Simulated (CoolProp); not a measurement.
Properties of the fluoroketone C6F12O (FK-5-1-12) along the isotherm 484.3 K (Tc = 441.8 K, pc = 1.869 MPa, ω = 0.471).

Values from CoolProp's reference Helmholtz-energy equation of state, McLinden 2015.

```json
[
 {"p (MPa)": "0.216", "phase": "gas", "Z": "0.9710", "cp (kJ/(kg K))": "1.055", "speed of sound (m/s)": "111.2", "isothermal compressibility (1/MPa)": "4.769", "expansivity (1/kK)": "2.304", "fugacity coefficient": "0.9716"},
 {"p (MPa)": "0.431", "phase": "gas", "Z": "0.9416", "cp (kJ/(kg K))": "1.064", "speed of sound (m/s)": "108.1", "isothermal compressibility (1/MPa)": "2.467", "expansivity (1/kK)": "___", "fugacity coefficient": "0.9438"},
 {"p (MPa)": "0.647", "phase": "gas", "Z": "___", "cp (kJ/(kg K))": "1.073", "speed of sound (m/s)": "104.8", "isothermal compressibility (1/MPa)": "1.702", "expansivity (1/kK)": "2.910", "fugacity coefficient": "0.9164"},
 {"p (MPa)": "0.863", "phase": "gas", "Z": "0.8798", "cp (kJ/(kg K))": "1.085", "speed of sound (m/s)": "101.4", "isothermal compressibility (1/MPa)": "1.327", "expansivity (1/kK)": "3.301", "fugacity coefficient": "___"},
 {"p (MPa)": "1.08", "phase": "gas", "Z": "0.8471", "cp (kJ/(kg K))": "1.099", "speed of sound (m/s)": "97.80", "isothermal compressibility (1/MPa)": "1.108", "expansivity (1/kK)": "3.778", "fugacity coefficient": "0.8627"},
 {"p (MPa)": "1.29", "phase": "gas", "Z": "0.8141", "cp (kJ/(kg K))": "1.116", "speed of sound (m/s)": "94.16", "isothermal compressibility (1/MPa)": "0.9726", "expansivity (1/kK)": "4.342", "fugacity coefficient": "0.8373"},
 {"p (MPa)": "1.51", "phase": "gas", "Z": "0.7779", "cp (kJ/(kg K))": "1.138", "speed of sound (m/s)": "90.18", "isothermal compressibility (1/MPa)": "0.8791", "expansivity (1/kK)": "5.077", "fugacity coefficient": "0.8109"},
 {"p (MPa)": "1.73", "phase": "gas", "Z": "0.7398", "cp (kJ/(kg K))": "___", "speed of sound (m/s)": "86.06", "isothermal compressibility (1/MPa)": "0.8174", "expansivity (1/kK)": "6.006", "fugacity coefficient": "0.7848"},
 {"p (MPa)": "1.94", "phase": "supercritical", "Z": "0.7018", "cp (kJ/(kg K))": "1.200", "speed of sound (m/s)": "82.05", "isothermal compressibility (1/MPa)": "0.7792", "expansivity (1/kK)": "7.132", "fugacity coefficient": "0.7601"},
 {"p (MPa)": "2.16", "phase": "supercritical", "Z": "0.6602", "cp (kJ/(kg K))": "1.246", "speed of sound (m/s)": "77.90", "isothermal compressibility (1/MPa)": "0.7546", "expansivity (1/kK)": "8.634", "fugacity coefficient": "0.7345"},
 {"p (MPa)": "2.37", "phase": "supercritical", "Z": "0.6192", "cp (kJ/(kg K))": "1.303", "speed of sound (m/s)": "74.13", "isothermal compressibility (1/MPa)": "0.7408", "expansivity (1/kK)": "___", "fugacity coefficient": "0.7104"},
 {"p (MPa)": "2.59", "phase": "supercritical", "Z": "0.5756", "cp (kJ/(kg K))": "1.378", "speed of sound (m/s)": "70.62", "isothermal compressibility (1/MPa)": "0.7305", "expansivity (1/kK)": "12.79", "fugacity coefficient": "0.6855"},
 {"p (MPa)": "2.8", "phase": "supercritical", "Z": "0.5345", "cp (kJ/(kg K))": "1.463", "speed of sound (m/s)": "68.04", "isothermal compressibility (1/MPa)": "0.7148", "expansivity (1/kK)": "15.34", "fugacity coefficient": "0.6621"}
]
```

Question: What belongs in the gaps?

Answer: 
- 0.431, expansivity (1/kK): 2.581
- 0.647, Z: 0.9112
- 0.863, fugacity coefficient: 0.8894
- 1.73, cp (kJ/(kg K)): 1.166
- 2.37, expansivity (1/kK): 10.45
